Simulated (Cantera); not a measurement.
# SiCl4 + HCl + H2 (chlorosilane synthesis and conversion)

Feed: 1 mol SiCl4, 6 mol HCl, 1.5 mol H2, held at 18.0 bar.

Cantera equilibrium calculation (NASA polynomials, part measured and part estimated; ideal gas, pure solids and liquids). Candidate condensed phases: Si; 19 gas species. The tables' values for SiCl3 are old estimates; treat these amounts as uncertain. Equilibrium is a limit: real reactors are often held back by kinetics, nucleation or transport.

```csv
T (°C),x HCl,x H2,x SiCl4,x SiCl3,x SiHCl3,x SiCl2,x Cl,x SiH2Cl2
227,0.706,0.176,0.118,<1e-12,4.68e-8,<1e-12,<1e-12,<1e-12
377,0.706,0.176,0.118,2.23e-11,2.39e-6,<1e-12,<1e-12,2.82e-12
527,0.706,0.176,0.118,1.03e-8,2.66e-5,<1e-12,1.19e-12,4.85e-10
677,0.706,0.176,0.118,6.68e-7,0.000135,1.27e-10,2.10e-10,1.56e-8
827,0.706,0.176,0.117,1.35e-5,0.000431,2.17e-8,9.19e-9,1.90e-7
977,0.707,0.175,0.116,0.000130,0.00103,1.04e-6,1.64e-7,1.23e-6
1127,0.708,0.174,0.115,0.000755,0.00200,2.11e-5,1.60e-6,5.22e-6
1277,0.711,0.171,0.111,0.00299,0.00328,0.000225,1.02e-5,1.58e-5
1427,0.718,0.165,0.102,0.00862,0.00455,0.00143,4.77e-5,3.53e-5
```
x: gas mole fraction; nothing condenses.

From 227 °C to 1427 °C nothing is condensed. The main Si-bearing gas is SiCl4 throughout.
